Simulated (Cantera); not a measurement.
An adiabatic, constant-volume homogeneous reactor starts with 40.3 % H2, 12.6 % O2, 47.1 % N2, equivalence ratio 1.6, at 1148 K and 0.950 bar.

Computed with Cantera and GRI-Mech 3.0 (53 species, 325 reactions).

One state of this run: T (K) = 2911; P (bar) = 2.17; x H2 = 0.167; x O2 = 0.00120; x H2O2 = 1.97e-7; x NO = 0.00263; x OH = 0.0158; x H2O = 0.256. x: mole fraction; the columns are a selection and need not sum to one.

Q: Which value of t (s) does it belong to?
A. 2.00
B. 1.00e-6
C. 3.74e-6
D. 1.40e-5

A: A, 2.00
